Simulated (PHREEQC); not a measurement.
Make-up at 25 °C: 1.1 mmol/kgw Cu(NO3)2, 2.6 mmol/kgw HCl and 58 mmol/kgw Na2SO4. Closed to the air; pH follows from the charge balance.

Equilibrium calculation in PHREEQC: ion-association model, phreeqc.dat.

Each row changes one thing in this solution. Precipitation was switched off in this run.

```tsv
case	pH	ionic strength (mol/kgw)	SO4-2 (mol/kgw)	HSO4- (mol/kgw)	CuSO4 (mol/kgw)	Cu+2 (mol/kgw)
as made	3.09	0.158	0.0477	0.00159	0.000562	0.000536
temperature from 25 to 30 °C	3.12	0.158	0.0474	0.00165	0.000566	0.000532
Cu(NO3)2 from 0.0011 to 0.00165 mol/kgw	3.09	___	0.0474	0.00159	___	___
Na2SO4 replaced by MgSO4 at the same molality	2.98	0.125	0.0290	0.00132	0.000471	0.000628
diluted 5-fold with water	___	0.0340	0.0107	0.000185	8.15e-5	___
```

What belongs in the gaps?


- Cu(NO3)2 from 0.0011 to 0.00165 mol/kgw, ionic strength (mol/kgw): 0.159
- Cu(NO3)2 from 0.0011 to 0.00165 mol/kgw, CuSO4 (mol/kgw): 0.000840
- Cu(NO3)2 from 0.0011 to 0.00165 mol/kgw, Cu+2 (mol/kgw): 0.000808
- diluted 5-fold with water, pH: 3.54
- diluted 5-fold with water, Cu+2 (mol/kgw): 0.000138
